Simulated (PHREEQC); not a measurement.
Dissolve 0.0015 mol KBr per kg of water at 25 °C. Closed to the air; pH follows from the charge balance.

Equilibrium calculation in PHREEQC: ion-association model, wateq4f.dat.

| Item | Value |
|---|---|
| ionic strength | 0.00150 mol/kgw |

| species | molality | activity | log γ |
|---|---|---|---|
| Br- | 0.00150 | 0.00144 | -0.019 |
| K+ | 0.00150 | 0.00144 | -0.019 |
| OH- | 1.04e-7 | 9.99e-8 | -0.019 |
| H+ | 1.04e-7 | 1.00e-7 | -0.018 |

Precipitation was switched off in this run.
